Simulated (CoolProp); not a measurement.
Values from CoolProp's reference Helmholtz-energy equation of state, Thol 2015.

Task: For 1,2-dichloroethane, give the phase and the speed of sound (m/s), isothermal compressibility (1/MPa) at 457.8 K and 2870 kPa; 464.8 K and 2870 kPa; 485.9 K and 2870 kPa.

Result: 
- 457.8 K and 2870 kPa: liquid; speed of sound 601, isothermal compressibility 0.00433
- 464.8 K and 2870 kPa: liquid; speed of sound 574, isothermal compressibility 0.00485
- 485.9 K and 2870 kPa: liquid; speed of sound 490, isothermal compressibility 0.00718
